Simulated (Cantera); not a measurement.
A freely propagating, adiabatic, planar premixed flame of 12.8 % CH4, 18.3 % O2, 68.8 % N2, unburnt at 300 K and 2550 Torr; mixture-averaged transport, grid criteria slope 0.08 and curve 0.16, no radiation.

Detailed kinetics in Cantera: GRI-Mech 3.0 (53 species, 325 reactions). Burning velocities carry a grid error of a few per cent, more on coarse grids.

Question: Predict: laminar burning velocity; thermal thickness; peak x(CH2O); peak x(CO); peak x(C2H2); peak x(C2H4).

Answer: 
| Quantity | Result |
|---|---|
| laminar burning velocity | 8.60 cm/s |
| thermal thickness | 0.482 mm |
| peak x(CH2O) | 0.00113 |
| peak x(CO) | 0.0731 |
| peak x(C2H2) | 0.00267 |
| peak x(C2H4) | 0.00197 |
